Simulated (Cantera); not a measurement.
A jet of H₂ : O₂ : N₂ = 0.031 : 0.11 : 0.79 (molar parts) at 300 K and 0.450 bar hits a platinum plate 6.2 cm away at a mass flux of 0.078 kg/m²/s; the plate temperature is set and raised in steps from an oxygen-covered start.

Computed with Cantera and Deutschmann's 1995 Pt surface mechanism with GRI-Mech 3.0 gas chemistry. Catalytic surfaces can have several steady states; this one follows from the mechanism file's or the stated starting coverage.

x: mole fraction at the wall; θ: surface coverage.

```tsv
plate T (K)	wall x H₂	wall x O₂	wall x H₂O	wall x OH	θ free Pt	θ O*	θ OH*
700	0.00133	0.0837	0.0618	<1e-8	0.0319	0.962	0.00573
750	0.00109	0.0836	0.0619	<1e-8	0.0404	0.955	0.00467
800	0.000768	0.0834	0.0622	<1e-8	0.0608	0.935	0.00427
850	0.000514	0.0832	0.0624	<1e-8	0.0948	0.901	0.00407
900	?	0.0831	0.0624	?	?	0.856	0.00385
950	?	0.0831	0.0624	?	?	0.804	0.00357
1000	0.000214	0.0831	0.0623	1.99e-7	0.250	0.747	0.00326
1050	0.000171	0.0832	0.0621	4.95e-7	0.309	0.688	0.00294
```

**Question.** Some entries are withheld; supply them.

**Answer.** 
- 900, wall x H₂: 0.000359
- 900, wall x OH: 2.96e-8
- 900, θ free Pt: 0.140
- 950, wall x H₂: 0.000270
- 950, wall x OH: 7.99e-8
- 950, θ free Pt: 0.192
